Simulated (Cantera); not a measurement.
A Cantera script and what it prints.

```python
import numpy as np
import cantera as ct

gas_names = """
    Ca CaF CaF2 Ca2 F F2 H HF H2 H2F2 H3F3 H4F4 H5F5 H6F6 H7F7
""".split()
cond_names = """
    Ca(a) Ca(b) Ca(L) CaF2(a) CaF2(b) CaF2(L)
""".split()


# ... load() reads the species with a 1 bar reference pressure and builds the phases ...
atoms = {
    'CaF2': {'Ca': 1, 'F': 2},
    'H2': {'H': 2},
    'HF': {'H': 1, 'F': 1},
}
top_T = {}  # K; cautious upper limits of use, not melting points


# ... equilibrate(T, P, feed) seeds the gas with the atoms and calls Mixture.equilibrate('TP', solver="vcs", rtol=1e-11, max_steps=5000) ...
results = []
feed = {'CaF2': 1, 'H2': 2.6, 'HF': 1.5}  # mol
T = 1398.15  # K
P = 1000  # Pa
mix = equilibrate(T, P, feed)
results.append((T, P, feed, dict(zip(mix.species_names, mix.species_moles))))
x = sorted(zip(gas.X, gas.species_names), reverse=True)
print(f"T = {T:g} K  P = {P:g} Pa  gas = {mix.phase_moles(0):.4g} mol")
print("   x: " + "  ".join(f"{s} {v:.3e}" for v, s in x if v > 1e-06))
print("   condensed (mol): " + ("  ".join(f"{mix.phase(i).name} {mix.phase_moles(i):.4g}"
      for i in range(1, mix.n_phases) if mix.phase_moles(i) > 1e-12) or "none"))
```

It prints:

```
T = 1398.15 K  P = 1000 Pa  gas = 4.1 mol
   x: H2 6.341e-01  HF 3.658e-01  H 3.776e-05  CaF2 2.080e-05
   condensed (mol): CaF2(a) 0.9999
```

Equilibrium computed with Cantera from the NASA thermochemical tables; the gas is ideal and each condensed phase is pure.
